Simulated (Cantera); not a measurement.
Cantera run:

```python
import numpy as np
import cantera as ct

gas_names = """
    H HO2 H2 H2O H2O2 Mg MgH MgO MgOH MgO2H2 Mg2 O OH O2 O3
""".split()
cond_names = """
    H2O(s) H2O(L) Mg(cr) Mg(L) MgO(s) MgO(L) MgO2H2(s)
""".split()


# ... load() reads the species with a 1 bar reference pressure and builds the phases ...
atoms = {
    'Mg(OH)2': {'Mg': 1, 'O': 2, 'H': 2},
    'H2O': {'H': 2, 'O': 1},
    'O2': {'O': 2},
}
top_T = {}  # K; cautious upper limits of use, not melting points


# ... equilibrate(T, P, feed) seeds the gas with the atoms and calls Mixture.equilibrate('TP', solver="vcs", rtol=1e-11, max_steps=5000) ...
results = []
feed = {'Mg(OH)2': 1, 'H2O': 0.7, 'O2': 0.3}  # mol
T = 823  # K
P = 110  # Pa
mix = equilibrate(T, P, feed)
results.append((T, P, feed, dict(zip(mix.species_names, mix.species_moles))))
x = sorted(zip(gas.X, gas.species_names), reverse=True)
print(f"T = {T:g} K  P = {P:g} Pa  gas = {mix.phase_moles(0):.4g} mol")
print("   x: " + "  ".join(f"{s} {v:.3e}" for v, s in x if v > 1e-06))
print("   condensed (mol): " + ("  ".join(f"{mix.phase(i).name} {mix.phase_moles(i):.4g}"
      for i in range(1, mix.n_phases) if mix.phase_moles(i) > 1e-12) or "none"))
```

Result:

```
T = 823 K  P = 110 Pa  gas = 2 mol
   x: H2O 8.500e-01  O2 1.500e-01
   condensed (mol): MgO(s) 1
```

Method: chemical equilibrium by Gibbs-energy minimisation in Cantera with the NASA 1993 tables (ideal gas, pure condensed phases).
